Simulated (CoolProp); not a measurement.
A Linde-Hampson liquefier for ethane: isothermal reversible compression at 320 K from 1 atm to 15 MPa, throttling to 1 atm, return gas leaving the recuperator 10 K below the feed. Each further row changes one setting.

Model: reference Helmholtz-energy equation of state, Bücker 2006, in CoolProp.

| case | liquid yield per pass | compression work (kJ/kg of gas) |
|---|---|---|
| as stated | ___ | 353 |
| high pressure 30 MPa | ___ | ___ |
| warm-end temperature 350 K | ___ | ___ |
| warm-end gap 15 K | ___ | 353 |

### Question
Complete the blanks.

### Answer

- as stated, liquid yield per pass: 0.443
- high pressure 30 MPa, liquid yield per pass: 0.453
- high pressure 30 MPa, compression work (kJ/kg of gas): 390
- warm-end temperature 350 K, liquid yield per pass: 0.342
- warm-end temperature 350 K, compression work (kJ/kg of gas): 414
- warm-end gap 15 K, liquid yield per pass: 0.435
